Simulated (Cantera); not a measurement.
Mixture: CO : H₂ : O₂ : N₂ = 1 : 0.13 : 0.471 : 1.55 (molar parts), equivalence ratio 1.2, at 10.0 bar, adiabatic and at constant pressure. Ignition delay is the time to a rise of 400 K.

Cantera simulation using GRI-Mech 3.0 (53 species, 325 reactions); the numbers are that mechanism's predictions, not measurements. The hydrogen kinetics of GRI-Mech 3.0 are dated; newer H2 mechanisms differ, most at raised pressure. Where the delays flatten at high temperature, the 400 K rule measures the pace of heat release, not the induction time.

Q: What does this change do: pressure from 10.0 bar to 2.90 bar?

A: 
```
quantity          before    after
---------------  -------  -------
delay at 1275 K  11.9 µs  24.8 µs
delay at 1375 K  5.73 µs  17.2 µs
delay at 1475 K  3.74 µs  13.6 µs
delay at 1575 K  2.84 µs  11.6 µs
delay at 1675 K  2.35 µs  10.6 µs
delay at 1775 K  2.06 µs  10.2 µs
```

Q: What does this change do: constant volume in place of constant pressure?

A: 
```json
[
 {"quantity": "delay at 1275 K", "before": "11.9 µs", "after": "11.2 µs"},
 {"quantity": "delay at 1375 K", "before": "5.73 µs", "after": "5.25 µs"},
 {"quantity": "delay at 1475 K", "before": "3.74 µs", "after": "3.35 µs"},
 {"quantity": "delay at 1575 K", "before": "2.84 µs", "after": "2.49 µs"},
 {"quantity": "delay at 1675 K", "before": "2.35 µs", "after": "2.01 µs"},
 {"quantity": "delay at 1775 K", "before": "2.06 µs", "after": "1.74 µs"}
]
```
